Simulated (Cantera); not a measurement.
Mixture: H2 : O2 : N2 = 1 : 0.385 : 1.45 (molar parts), equivalence ratio 1.3, at 0.530 bar, adiabatic and at constant pressure. Ignition delay is the time to a rise of 400 K.

Cantera simulation using GRI-Mech 3.0 (53 species, 325 reactions); the numbers are that mechanism's predictions, not measurements. Where the delays flatten at high temperature, the 400 K rule measures the pace of heat release, not the induction time.

Task: Predict: delay at 1150 K; delay at 1200 K; delay at 1250 K; delay at 1300 K; delay at 1350 K; delay at 1400 K.

Result: 
| Quantity | Value |
|---|---|
| delay at 1150 K | 0.118 ms |
| delay at 1200 K | 92.0 µs |
| delay at 1250 K | 74.5 µs |
| delay at 1300 K | 62.7 µs |
| delay at 1350 K | 54.5 µs |
| delay at 1400 K | 49.0 µs |
